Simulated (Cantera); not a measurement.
Cantera with NASA thermochemical tables; ideal gases at 1 bar, condensed phases pure. Values are per mole of reaction as written; species without (g) are pure solids or liquids, kept so even where they would boil at 1 bar.

Question: Between 300 and 2175 K, where is each reaction favourable under standard conditions?
- 3 HCl(g) + B = BCl3(g) + 3 H(g)
- B + 3 Cl(g) = BCl3(g)

Answer: 
- 3 HCl(g) + B = BCl3(g) + 3 H(g): ΔG° is 508 kJ at 300 K and 320 kJ at 2175 K; it stays positive (K < 1). ΔH° is 562 kJ and ΔS° 112 J/K at 2175 K.
- B + 3 Cl(g) = BCl3(g): ΔG° is -703 kJ at 300 K and -275 kJ at 2175 K; it stays negative (K > 1). ΔH° is -790 kJ and ΔS° -237 J/K at 2175 K.
